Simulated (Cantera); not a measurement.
Charge: 1 mol BN, a varied amount of HCl, 3.1 mol N2, at 1750 K and 9.20 mbar.

Points: n(HCl) (mol) = 6.7, 8, 9.6, 11, 14, 16, 19, 23, 28, 33, 40, 47, 57.

Cantera's Mixture.equilibrate('TP', solver="vcs", rtol=1e-11, max_steps=5000) on the NASA tables stopped like this:

```
ERROR: FAILURE its = 5001!

*******************************************************************************
CanteraError thrown by MultiPhase::equilibrate:
VCS solver failed. Return code: -1
*******************************************************************************
```

Task: What got this run through?

Result: Several could match; the one computed here: The failure is numerical, not chemical. The same input converged with solver="gibbs", rtol=1e-10, max_steps=50000, and the result passed a check of the equilibrium conditions:
```
log10 of partial pressures in bar; condensed amounts in mol
    n(HCl)       HCL        N2        H2      BCL3        CL     BN(s)
       6.7    -2.277    -2.515    -3.317    -3.543    -4.365    0.6476
         8    -2.256    -2.564    -3.283    -3.507    -4.361    0.5673
       9.6    -2.238    -2.616    -3.251    -3.474    -4.359    0.4659
        11    -2.226    -2.655    -3.229    -3.451    -4.358    0.3751
        14    -2.208    -2.727    -3.194    -3.415    -4.357    0.1756
        16    -2.200    -2.766    -3.176    -3.397    -4.358   0.03938
        19    -2.178    -2.827    -3.215    -3.435    -4.317         0
        23    -2.155    -2.899    -3.278    -3.499    -4.262         0
        28    -2.135    -2.975    -3.343    -3.569    -4.210         0
        33    -2.121    -3.040    -3.398    -3.629    -4.168         0
        40    -2.108    -3.117    -3.462    -3.702    -4.123         0
        47    -2.099    -3.182    -3.514    -3.765    -4.088         0
        57    -2.089    -3.261    -3.575    -3.841    -4.048         0
```

The gas is ideal and each condensed phase is pure. The tables' values for BCl2, BCl are old estimates; treat these amounts as uncertain. Gases not in the tables: BHCl2.
